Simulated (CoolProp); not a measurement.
Properties of carbon dioxide along the isobar 2.93 MPa.

Computed with CoolProp (reference Helmholtz-energy equation of state, Span 1996).

```
T (°C)  phase  cp (kJ/(kg K))  speed of sound (m/s)  conductivity (mW/(m K))
------  -----  --------------  --------------------  -----------------------
-2.75     gas           1.499                 219.7                        ?
32.85     gas               ?                 250.0                     19.5
68.35     gas               ?                 271.4                        ?
103.95    gas           1.025                 289.2                     24.4
139.55    gas           1.025                 305.0                     27.1
175.15    gas           1.034                 319.3                        ?
210.75    gas           1.047                 332.7                     32.7
246.35    gas               ?                 345.2                        ?
281.85    gas           1.078                 357.0                     38.4
317.45    gas           1.094                     ?                     41.2
```

Question: What belongs in the gaps?

Answer: 
- -2.75, conductivity (mW/(m K)): 18.3
- 32.85, cp (kJ/(kg K)): 1.124
- 68.35, cp (kJ/(kg K)): 1.045
- 68.35, conductivity (mW/(m K)): 21.8
- 175.15, conductivity (mW/(m K)): 29.9
- 246.35, cp (kJ/(kg K)): 1.062
- 246.35, conductivity (mW/(m K)): 35.5
- 317.45, speed of sound (m/s): 368.4

Thermal conductivity comes from a separate model (Huber 2016).
